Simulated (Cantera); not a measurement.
Feed: 1 mol AlCl₃, 13 mol N₂, a varied amount of H₂, at 1750 K and 0.0825 Torr.

Equilibrium computed with Cantera from the NASA thermochemical tables; the gas is ideal and each condensed phase is pure. Candidate condensed phases: Al, AlCl₃, AlN, NH₄Cl; 20 gas species. The tables' values for AlCl₂ are old estimates; treat these amounts as uncertain. Rates play no part.

x: gas mole fraction; nothing condenses.

```json
[
 {"n(H₂) (mol)": "17", "x H₂": "0.489", "x N₂": "0.403", "x HCl": "0.0602", "x AlCl": "0.0305", "x H": "0.0155", "x Cl": "0.00147", "x AlCl₂": "0.000362"},
 {"n(H₂) (mol)": "30", "x H₂": "0.630", "x N₂": "0.286", "x HCl": "0.0430", "x AlCl": "0.0218", "x H": "0.0176", "x Cl": "0.000927", "x AlCl₂": "0.000162"},
 {"n(H₂) (mol)": "54", "x H₂": "0.751", "x N₂": "0.187", "x HCl": "0.0282", "x AlCl": "0.0142", "x H": "0.0192", "x Cl": "0.000556", "x AlCl₂": "6.35e-5"},
 {"n(H₂) (mol)": "95", "x H₂": "0.836", "x N₂": "0.117", "x HCl": "0.0177", "x AlCl": "0.00886", "x H": "0.0203", "x Cl": "0.000332", "x AlCl₂": "2.37e-5"},
 {"n(H₂) (mol)": "170", "x H₂": "0.893", "x N₂": "…", "x HCl": "…", "x AlCl": "…", "x H": "0.0210", "x Cl": "…", "x AlCl₂": "8.07e-6"},
 {"n(H₂) (mol)": "300", "x H₂": "0.928", "x N₂": "0.0408", "x HCl": "0.00628", "x AlCl": "0.00303", "x H": "0.0214", "x Cl": "0.000111", "x AlCl₂": "2.71e-6"},
 {"n(H₂) (mol)": "530", "x H₂": "0.949", "x N₂": "…", "x HCl": "…", "x AlCl": "…", "x H": "0.0216", "x Cl": "…", "x AlCl₂": "8.85e-7"},
 {"n(H₂) (mol)": "940", "x H₂": "0.962", "x N₂": "0.0135", "x HCl": "0.00214", "x AlCl": "0.000932", "x H": "0.0217", "x Cl": "3.73e-5", "x AlCl₂": "2.80e-7"}
]
```

Question: Fill in the missing entries.

Answer: 
- 530, x N₂: 0.0236
- 530, x HCl: 0.00367
- 530, x AlCl: 0.00170
- 530, x Cl: 6.45e-5
- 170, x N₂: 0.0695
- 170, x HCl: 0.0106
- 170, x AlCl: 0.00523
- 170, x Cl: 0.000192
